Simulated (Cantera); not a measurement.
Feed: 1 mol SiCl4, 1.2 mol Cl2, 9.8 mol H2, held at 1650 K and 18000 Pa.

Cantera equilibrium calculation (NASA polynomials, part measured and part estimated; ideal gas, pure solids and liquids). Candidate condensed phases: Si; 19 gas species. The tables' values for SiCl3 are old estimates; treat these amounts as uncertain. Kinetics and transport are ignored.

Base state: H2 0.601, HCl 0.321, SiCl2 0.0608, SiCl3 0.0111, SiCl4 0.00444, SiHCl3 0.00140, H 0.000166, SiH2Cl2 7.51e-5 (mole fractions); condensed: gas only.

**Question.** What changes in the equilibrium state with this change: pressure from 18000 Pa to 31000 Pa?

**Answer.** 
```
species   before     after
-------  -------  --------
H2         0.601     0.607
HCl        0.321     0.315
SiCl2     0.0608    0.0560
SiCl3     0.0111    0.0131
SiH2Cl2  7.51e-5  0.000120
SiHCl3   0.00140   0.00218
SiCl4    0.00444   0.00673
Cl       6.95e-5   5.17e-5
```
